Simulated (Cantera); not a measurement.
## Ignition delay

Mixture: 7.51 % CH4, 15.0 % O2, 56.5 % N2, 21.0 % H2O, equivalence ratio 1.0, at 100000 Pa, adiabatic and at constant pressure. Ignition delay is the time to a rise of 400 K.

Cantera simulation using GRI-Mech 3.0 (53 species, 325 reactions); the numbers are that mechanism's predictions, not measurements.

```tsv
T0 (K)	delay (ms)
1223	53.1
1323	15.0
1423	4.45
1523	1.43
1623	0.517
1723	0.218
1823	0.105
1923	0.0572
```

| Property | Result |
|---|---|
| apparent activation energy between 1723 and 1923 K | 180 kJ/mol |
